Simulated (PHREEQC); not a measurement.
A solution holds 13 mmol/kgw KOH, 0.0035 mmol/kgw H4SiO4 and 3.5 mmol/kgw KH2PO4, at 25 °C. Closed to the air; pH follows from the charge balance.

Equilibrium calculation in PHREEQC: ion-association model, phreeqc.dat.

Precipitation was switched off in this run.

Q: Estimate the pH.

A: pH 11.84.

Q: In which forms is Si present?

A: H3SiO4- 93 %, H2SiO4-2 6.6 %, H4SiO4 0.8 % of the Si.

Species that the database lacks are ignored.
